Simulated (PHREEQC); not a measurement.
A solution holds 0.0043 mol H2SO4, 8.3e-05 mol Li2SO4 and 0.00061 mol Na2SO4 per kg of water, at 25 °C. Closed to the air; pH follows from the charge balance.

Model: Pitzer model, pitzer.dat, run in PHREEQC.

Each row changes one thing in this solution. No solid was allowed to form.

| case | pH | ionic strength (mol/kgw) | SO4-2 (mol/kgw) | HSO4- (mol/kgw) | SI of Mirabilite (Na2SO4:10H2O) | SI of Thenardite (Na2SO4) |
|---|---|---|---|---|---|---|
| as made | 2.20 | 0.0120 | 0.00351 | 0.00148 | -7.34 | -8.28 |
| Li2SO4 from 8.3e-05 to 9.13e-05 mol/kgw | 2.20 | 0.0120 | 0.00352 | 0.00148 | -7.34 | -8.28 |
| temperature from 25 to 60 °C | 2.27 | 0.00995 | 0.00248 | 0.00251 | -8.61 | -8.25 |
| Li2SO4 left out | 2.20 | 0.0118 | 0.00345 | 0.00146 | -7.35 | -8.29 |
| H2SO4 from 0.0043 to 0.00387 mol/kgw | 2.24 | 0.0111 | 0.00329 | 0.00128 | -7.36 | -8.30 |
| temperature from 25 to 30 °C | 2.21 | 0.0118 | 0.00338 | 0.00161 | -7.57 | -8.28 |

Complexes and solids missing from the database can't appear. Constants without temperature data keep their 25 °C values here.
